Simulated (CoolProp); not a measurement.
Model: reference Helmholtz-energy equation of state, Bücker 2006, in CoolProp.

For isobutane, give the phase and the speed of sound (m/s), viscosity (µPa s) at 471 K and 0.0837 MPa; 399.5 K and 0.0561 MPa; 298.3 K and 15.5 MPa.


- 471 K and 0.0837 MPa: gas; speed of sound 266, viscosity 11.5
- 399.5 K and 0.0561 MPa: gas; speed of sound 246, viscosity 9.92
- 298.3 K and 15.5 MPa: liquid; speed of sound 988, viscosity 188

Viscosity comes from a separate model (Vogel 2000).
